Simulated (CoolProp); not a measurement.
R365MFC along the isotherm 500 K: Z from the reference equation and from simpler models built on Tc = 460.0 K, pc = 32.66 bar, ω = 0.377; each cubic takes its own stable root.

Values from CoolProp's reference Helmholtz-energy equation of state, Lemmon 2016.

| p (bar) | phase | reference |
|---|---|---|
| 1.03 | gas | 0.9912 |
| 2.35 | gas | 0.9798 |
| 5.35 | gas | 0.9536 |
| 12.2 | gas | 0.8918 |
| 27.7 | gas | 0.7415 |
| 63.1 | supercritical | 0.4029 |
| 144 | supercritical | 0.6154 |
| 327 | supercritical | 1.184 |

Problem. How far does each simpler model (van der Waals, Redlich-Kwong, Soave-Redlich-Kwong, Peng-Robinson) lie from the reference over these 8 states: mean and median of the absolute difference, and the worst?

Solution. 
- van der Waals: mean 9.1 %, median 0.9 %, worst +31.3 % at 500 K and 327 bar
- Redlich-Kwong: mean 1.4 %, median 0.6 %, worst +5.6 % at 500 K and 144 bar
- Soave-Redlich-Kwong: mean 4.1 %, median 1.7 %, worst +15.3 % at 500 K and 63.1 bar
- Peng-Robinson: mean 2.0 %, median 0.6 %, worst +7.1 % at 500 K and 63.1 bar
